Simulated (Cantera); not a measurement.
Mixture: 44.4 % H2, 11.7 % O2, 43.9 % N2, equivalence ratio 1.9, at 1.01 bar, adiabatic and at constant volume. Ignition delay is the time to a rise of 400 K.

Detailed kinetics in Cantera: the H2/O2 subset of GRI-Mech 3.0, which has no nitrogen chemistry. Where the delays flatten at high temperature, the 400 K rule measures the pace of heat release, not the induction time.

Question: Predict: delay at 1200 K; delay at 1275 K; delay at 1350 K; delay at 1425 K; delay at 1500 K; delay at 1575 K; delay at 1650 K.

Answer: 
```json
{
 "delay at 1200 K": "48.8 µs",
 "delay at 1275 K": "33.4 µs",
 "delay at 1350 K": "24.6 µs",
 "delay at 1425 K": "19.1 µs",
 "delay at 1500 K": "15.7 µs",
 "delay at 1575 K": "13.5 µs",
 "delay at 1650 K": "12.2 µs"
}
```
